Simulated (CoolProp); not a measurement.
Model: reference Helmholtz-energy equation of state, Gao 2022, in CoolProp.

### Question
Give the vapour pressure (kPa), liquid density (kg/m³), enthalpy of vaporisation (kJ/kg), liquid cp (kJ/(kg K)) of saturated n-perfluorobutane at -39.45, -34.05 °C.

### Answer
```tsv
T (°C)	p (kPa)	liquid density (kg/m³)	enthalpy of vaporisation (kJ/kg)	liquid cp (kJ/(kg K))
-39.45	16.6	1730	109	1.06
-34.05	22.5	1710	108	1.07
```
